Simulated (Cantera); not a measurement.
A closed system holds: 1 mol SiO2, 0.73 mol Cl2, 18 mol O2, 8.2 mol HCl, at 13.0 mbar.

Equilibrium computed with Cantera from the NASA thermochemical tables; the gas is ideal and each condensed phase is pure. Candidate condensed phases: H2O, Si, SiO2; 30 gas species. The tables hold silica as quartz up to 1696 K and as liquid above; real silica turns to tridymite and cristobalite and melts near 1996 K. Rates play no part.

log p: log10 of the partial pressure in bar; n: condensed amount in mol.

| T (K) | log p O2 | log p HCl | log p Cl | log p Cl2 | log p H2O | log p OH | log p O | n SiO2(β-quartz) | n SiO2(condensed) |
|---|---|---|---|---|---|---|---|---|---|
| 850 | -2.07 | -2.58 | -6.04 | -2.97 | -3.15 | -9.86 | -13.16 | 1.00 | 0 |
| 950 | -2.07 | -2.52 | -5.29 | -3.07 | -3.30 | -8.89 | -11.53 | 1.00 | 0 |
| 1050 | -2.06 | -2.48 | -4.68 | -3.16 | -3.45 | -8.11 | -10.21 | 1.00 | 0 |
| 1150 | -2.06 | -2.46 | -4.18 | -3.24 | -3.59 | -7.47 | -9.11 | 1.00 | 0 |
| 1250 | -2.07 | -2.45 | -3.77 | -3.33 | -3.69 | -6.93 | -8.19 | 1.00 | 0 |
| 1350 | -2.07 | -2.45 | -3.45 | -3.46 | -3.75 | -6.46 | -7.41 | 1.00 | 0 |
| 1450 | -2.07 | -2.45 | -3.21 | -3.65 | -3.73 | -6.02 | -6.73 | 1.00 | 0 |
| 1550 | -2.08 | -2.47 | ___ | ___ | ___ | ___ | ___ | 1.00 | 0 |
| 1650 | -2.08 | -2.49 | ___ | ___ | ___ | ___ | ___ | 1.00 | 0 |
| 1750 | -2.09 | -2.52 | -2.85 | -4.49 | -3.41 | -4.85 | -5.17 | 0 | 1.000 |
| 1850 | -2.10 | -2.56 | -2.78 | -4.76 | -3.31 | -4.54 | -4.76 | 0 | 1.000 |

Problem. Fill in the missing entries.

Solution. 
- 1550, log p Cl: -3.05
- 1550, log p Cl2: -3.91
- 1550, log p H2O: -3.64
- 1550, log p OH: -5.59
- 1550, log p O: -6.15
- 1650, log p Cl: -2.93
- 1650, log p Cl2: -4.20
- 1650, log p H2O: -3.52
- 1650, log p OH: -5.20
- 1650, log p O: -5.63
